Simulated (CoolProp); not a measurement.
Nitrogen along the isobar 16.1 MPa: Z from the reference equation and from simpler models built on Tc = 126.2 K, pc = 3.396 MPa, ω = 0.037; each cubic takes its own stable root.

Computed with CoolProp (reference Helmholtz-energy equation of state, Span 2000).

```csv
T (K),phase,reference,van der Waals,Redlich-Kwong,Soave-Redlich-Kwong
97.3,liquid,0.7289,0.9965,0.7219,0.7226
119.8,liquid,0.6750,0.8852,0.6793,0.6788
142.3,supercritical,0.6757,0.8303,0.6915,0.6951
164.9,supercritical,0.7305,0.8159,0.7477,0.7625
187.4,supercritical,0.8145,0.8318,0.8210,0.8479
209.9,supercritical,0.8900,0.8647,0.8852,0.9197
232.4,supercritical,0.9456,0.9011,0.9332,0.9716
255,supercritical,0.9849,0.9334,0.9677,1.008
277.5,supercritical,1.012,0.9595,0.9922,1.033
300,supercritical,1.032,0.9800,1.010,1.050
322.6,supercritical,1.046,0.9961,1.023,1.062
345.1,supercritical,1.056,1.009,1.032,1.070
367.6,supercritical,1.063,1.018,1.038,1.076
390.1,supercritical,1.068,1.026,1.043,1.079
```
